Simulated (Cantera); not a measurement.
Equilibrium for calcination and drying: MgSO4 + H2O + H2

A closed system holds: 1 mol MgSO4, 1.7 mol H2O, 0.059 mol H2, equilibrated at 525 K and 1.33 mbar.

These are equilibrium values from Cantera (NASA tables, ideal gas, pure condensed phases), not measurements of a reactor. Candidate condensed phases: H2O, H2SO4, Mg, MgO, Mg(OH)2, MgS, MgSO4, S; 26 gas species. Kinetics and transport are ignored.

| Item | Value |
|---|---|
| x(H2O) | 0.991 |
| x(H2S) | 0.00827 |
| x(SO2) | 0.000355 |
| x(H2) | 3.86e-5 |
| x(S2) | 8.19e-6 |
| n(MgO(s)) | 0.0152 mol |
| n(MgSO4(s)) | 0.985 mol |
| gas amount | 1.760 mol |
| log10 activity of S(l) (absent) | -1.73 |
| log10 activity of H2SO4(l) (absent) | -18.64 |
| log10 activity of Mg(s) (absent) | -36.91 |
